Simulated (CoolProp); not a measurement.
A closed Brayton cycle with carbon dioxide: compressor inlet 316.15 K and 9 MPa, high pressure 24.1 MPa, turbine inlet 870 K, compressor efficiency 0.89, turbine efficiency 0.85, recuperator effectiveness 0 (on enthalpy, no pinch check). Each further row changes one setting.

Model: reference Helmholtz-energy equation of state, Span 1996, in CoolProp.

| case | thermal efficiency (%) | net work (kJ/kg) | compressor to turbine work | compressor exit (K) | turbine exit (K) |
|---|---|---|---|---|---|
| as stated | 13.9 | 94.7 | 0.27 | 375.0 | 754.5 |
| turbine inlet 820 K | ? | ? | 0.29 | 375.0 | 708.5 |
| compressor inlet 326.15 K | 13.5 | ? | ? | ? | 754.5 |
| high pressure 20.5 MPa | 11.9 | 82.0 | 0.25 | ? | 772.9 |
| recuperator effectiveness 0.5 | ? | 94.7 | 0.27 | 375.0 | 754.5 |

Question: What belongs in the gaps?

Answer: 
- turbine inlet 820 K, thermal efficiency (%): 14.0
- turbine inlet 820 K, net work (kJ/kg): 86.3
- compressor inlet 326.15 K, net work (kJ/kg): 83.7
- compressor inlet 326.15 K, compressor to turbine work: 0.35
- compressor inlet 326.15 K, compressor exit (K): 403.1
- high pressure 20.5 MPa, compressor exit (K): 365.2
- recuperator effectiveness 0.5, thermal efficiency (%): 20.8
